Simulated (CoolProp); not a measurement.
Saturation properties of chloromethane (R40).

The numbers come from the reference Helmholtz-energy equation of state, Thol 2014 in CoolProp.

| T (K) | p (kPa) | liquid density (kg/m³) | surface tension (mN/m) |
|---|---|---|---|
| 313 | 869.7 | 880.7 | 13.1 |
| 317.9 | ? | 870.0 | 12.3 |
| 322.8 | 1115 | 859.1 | 11.6 |
| 327.8 | 1258 | 847.6 | ? |
| 332.7 | ? | 836.1 | ? |
| 337.6 | 1577 | ? | 9.38 |
| 342.5 | 1757 | 812.0 | 8.67 |
| 347.5 | 1956 | 799.0 | 7.96 |
| 352.4 | 2166 | ? | 7.28 |
| 357.3 | 2392 | ? | ? |
| 362.2 | 2635 | 758.1 | 5.94 |

**Question.** Fill in the missing entries.

**Answer.** 
- 317.9, p (kPa): 986.7
- 327.8, surface tension (mN/m): 10.8
- 332.7, p (kPa): 1411
- 332.7, surface tension (mN/m): 10.1
- 337.6, liquid density (kg/m³): 824.2
- 352.4, liquid density (kg/m³): 785.9
- 357.3, liquid density (kg/m³): 772.3
- 357.3, surface tension (mN/m): 6.61

It boils at 249.2 K under 1 atm.

Surface tension comes from a separate correlation (Mulero 2014).
